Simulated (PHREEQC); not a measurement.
## Arsenic or selenium liquor: speciation

Solution (80 °C): 0.0005 mol/kgw H2SeO4 and 0.0025 mol/kgw NaCl. Closed to the air; pH follows from the charge balance.

Computed with PHREEQC (ion-association model, wateq4f.dat).

No solid was allowed to form.

Question: Estimate the pH.

Answer: pH 3.05.

Question: In which forms is Se present?

Answer: SeO4-2 90 %, HSeO4- 10 % of the Se.

Away from 25 °C the constants follow the database's enthalpies or fits; those with neither stay at their 25 °C values.
